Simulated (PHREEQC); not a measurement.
Solution (25 °C): 0.037 mol/kgw Ca(NO3)2. It is in equilibrium with CO2 at log p = -3.4 (atm). Otherwise closed; pH follows from the charge balance.

All values are PHREEQC results (ion-association model, phreeqc.dat), not measurements.

Each row changes one thing in this solution. No solid was allowed to form.

| case | pH | ionic strength (mol/kgw) | CO2 (mol/kgw) | HCO3- (mol/kgw) |
|---|---|---|---|---|
| as made | 5.56 | 0.111 | 1.32e-5 | 2.82e-6 |
| 0.0098 mol/kgw H2SO4 added | 1.86 | 0.122 | 1.32e-5 | 5.64e-10 |
| Ca(NO3)2 from 0.037 to 0.37 mol/kgw | 5.42 | 1.11 | 1.05e-5 | ___ |
| temperature from 25 to 60 °C | 5.68 | 0.111 | 6.38e-6 | ___ |
| Ca(NO3)2 from 0.037 to 0.074 mol/kgw | 5.54 | 0.222 | ___ | 2.81e-6 |
| Ca(NO3)2 from 0.037 to 0.0333 mol/kgw | 5.57 | 0.0999 | 1.32e-5 | 2.81e-6 |
| Ca(NO3)2 replaced by NaNO3 at the same molality | 5.60 | 0.0370 | 1.34e-5 | 2.84e-6 |
| Ca(NO3)2 replaced by Pb(NO3)2 at the same molality | 4.60 | 0.0918 | 1.33e-5 | 3.05e-7 |

Complete the blanks.


- Ca(NO3)2 from 0.037 to 0.37 mol/kgw, HCO3- (mol/kgw): 2.39e-6
- temperature from 25 to 60 °C, HCO3- (mol/kgw): 2.07e-6
- Ca(NO3)2 from 0.037 to 0.074 mol/kgw, CO2 (mol/kgw): 1.29e-5

The ionic strength passes 0.7 mol/kgw, the rough limit of the ion-association models, in Ca(NO3)2 from 0.037 to 0.37 mol/kgw. Constants without temperature data keep their 25 °C values here.
